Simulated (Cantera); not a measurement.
Cantera run:

```python
import numpy as np
import cantera as ct

gas_names = """
    H H2 Si SiH SiH2 SiH3 SiH4 Si2 Si3
""".split()
cond_names = """
    Si(cr) Si(L)
""".split()


# ... load() reads the species with a 1 bar reference pressure and builds the phases ...
atoms = {
    'SiH4': {'Si': 1, 'H': 4},
    'H2': {'H': 2},
}
top_T = {}  # K; cautious upper limits of use, not melting points


# ... equilibrate(T, P, feed) seeds the gas with the atoms and calls Mixture.equilibrate('TP', solver="vcs", rtol=1e-11, max_steps=5000) ...
results = []
feed = {'SiH4': 1, 'H2': 50}  # mol
P = 1333.22  # Pa
for T in [850, 925, 1000, 1075, 1150, 1225, 1300, 1375, 1450, 1525, 1600, 1675, 1750]:
    mix = equilibrate(T, P, feed)
    results.append((T, P, feed, dict(zip(mix.species_names, mix.species_moles))))
    x = sorted(zip(gas.X, gas.species_names), reverse=True)
    print(f"T = {T:g} K  P = {P:g} Pa  gas = {mix.phase_moles(0):.4g} mol")
    print("   x: " + "  ".join(f"{s} {v:.3e}" for v, s in x if v > 0.001))
    print("   condensed (mol): " + ("  ".join(f"{mix.phase(i).name} {mix.phase_moles(i):.4g}"
          for i in range(1, mix.n_phases) if mix.phase_moles(i) > 1e-12) or "none"))
```

It prints:

```
T = 850 K  P = 1333.22 Pa  gas = 52 mol
   x: H2 1.000e+00
   condensed (mol): Si(cr) 1
T = 925 K  P = 1333.22 Pa  gas = 52 mol
   x: H2 1.000e+00
   condensed (mol): Si(cr) 1
T = 1000 K  P = 1333.22 Pa  gas = 52 mol
   x: H2 1.000e+00
   condensed (mol): Si(cr) 1
T = 1075 K  P = 1333.22 Pa  gas = 52 mol
   x: H2 1.000e+00
   condensed (mol): Si(cr) 1
T = 1150 K  P = 1333.22 Pa  gas = 52 mol
   x: H2 1.000e+00
   condensed (mol): Si(cr) 1
T = 1225 K  P = 1333.22 Pa  gas = 52 mol
   x: H2 1.000e+00
   condensed (mol): Si(cr) 1
T = 1300 K  P = 1333.22 Pa  gas = 52 mol
   x: H2 1.000e+00
   condensed (mol): Si(cr) 1
T = 1375 K  P = 1333.22 Pa  gas = 52 mol
   x: H2 1.000e+00
   condensed (mol): Si(cr) 1
T = 1450 K  P = 1333.22 Pa  gas = 52 mol
   x: H2 9.999e-01
   condensed (mol): Si(cr) 0.9999
T = 1525 K  P = 1333.22 Pa  gas = 52.01 mol
   x: H2 9.998e-01
   condensed (mol): Si(cr) 0.9998
T = 1600 K  P = 1333.22 Pa  gas = 52.01 mol
   x: H2 9.995e-01
   condensed (mol): Si(cr) 0.9993
T = 1675 K  P = 1333.22 Pa  gas = 52.03 mol
   x: H2 9.989e-01  H 1.005e-03
   condensed (mol): Si(cr) 0.9974
T = 1750 K  P = 1333.22 Pa  gas = 52.06 mol
   x: H2 9.978e-01  H 2.012e-03
   condensed (mol): Si(L) 0.9921
```

Cantera equilibrium calculation (NASA polynomials, part measured and part estimated; ideal gas, pure solids and liquids). Gases not in the tables: Si2H6 and higher silanes.
